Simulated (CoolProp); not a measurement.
Carbon dioxide at 293.15 K and 2.94 MPa is compressed adiabatically to 10.5 MPa with isentropic efficiency 0.6. Each further row changes one setting.

The numbers come from the reference Helmholtz-energy equation of state, Span 1996 in CoolProp.

```
case             work (kJ/kg)  final temperature (K)  final density (kg/m³)
---------------  ------------  ---------------------  ---------------------
as stated                   …                      …                      …
efficiency 1             66.8                  397.9                    173
efficiency 0.65             …                      …                      …
```

What belongs in the gaps?


- as stated, work (kJ/kg): 111
- as stated, final temperature (K): 432.1
- as stated, final density (kg/m³): 148
- efficiency 0.65, work (kJ/kg): 103
- efficiency 0.65, final temperature (K): 425.3
- efficiency 0.65, final density (kg/m³): 153
